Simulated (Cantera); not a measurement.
Feed: 1 mol Si2Cl6, 25 mol NH3, 12 mol H2, 3.2 mol N2, held at 1150 K and 0.00133 bar.

These are equilibrium values from Cantera (NASA tables, ideal gas, pure condensed phases), not measurements of a reactor. Candidate condensed phases: NH4Cl, Si, Si3N4; 28 gas species. The feed counts by its element totals alone. Equilibrium is a limit: real reactors are often held back by kinetics, nucleation or transport.

Base state: H2 0.695, N2 0.215, HCl 0.0896, SiCl2 1.85e-5 (mole fractions); condensed: Si3N4(s).

**Question.** What changes in the equilibrium state with this change: Si2Cl6 replaced by SiCl4?

**Answer.** 
```json
[
 {"species": "H2", "before": "0.695", "after": "0.714"},
 {"species": "N2", "before": "0.215", "after": "0.226"},
 {"species": "HCl", "before": "0.0896", "after": "0.0601"},
 {"species": "SiCl2", "before": "1.85e-5", "after": "7.85e-6"},
 {"species": "Si3N4(s), mol", "before": "0.666", "after": "0.333"}
]
```
